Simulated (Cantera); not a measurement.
Charge: 1 mol H2S, 0.035 mol H2O, 0.41 mol H2, 0.27 mol SO2, equilibrated at 2623.15 K and 42000 Pa.

Method: chemical equilibrium by Gibbs-energy minimisation in Cantera with the NASA 1993 tables (ideal gas, pure condensed phases). Candidate condensed phases: H2O, H2SO4, S; 19 gas species. Rates play no part.

Base state: H2 0.425, S2 0.177, H2O 0.145, SO 0.0634, SH 0.0561, S 0.0466, H 0.0424, SO2 0.0206 (mole fractions); condensed: gas only.

Q: What changes in the equilibrium state with this change: H2S replaced by HF?

A: 
| species | before | after |
|---|---|---|
| HF | 0 | 0.581 |
| H2O | 0.145 | 0.137 |
| H2 | 0.425 | 0.104 |
| S2 | 0.177 | 0.00870 |
| H2S | 0.0188 | 0.00102 |
| SH | 0.0561 | 0.00616 |
| S | 0.0466 | 0.0103 |
| SO2 | 0.0206 | 0.0676 |
| H | 0.0424 | 0.0210 |
| SO | 0.0634 | 0.0541 |
| F | 0 | 0.000332 |
| SF | 0 | 1.66e-5 |

Q: What changes in the equilibrium state with this change: H2S replaced by SF6?

A: 
```tsv
species	before	after
F	0	0.659
HF	0	0.146
SF2	0	0.0617
H2	0.425	1.66e-9
S2	0.177	0.0119
H2O	0.145	1.26e-9
SF	0	0.0384
H2S	0.0188	<1e-9
SH	0.0561	9.08e-7
H	0.0424	2.65e-6
S	0.0466	0.0121
SO	0.0634	0.0366
SO2	0.0206	0.0265
SOF2	0	0.00368
S2F2 (SSF2)	0	0.00158
SF3	0	0.00152
FS2F (FSSF)	0	0.000112
F2	0	7.55e-5
```
The tables' values for SOF2, S2F2 (SSF2), SF3, FS2F (FSSF) are old estimates; treat these amounts as uncertain.
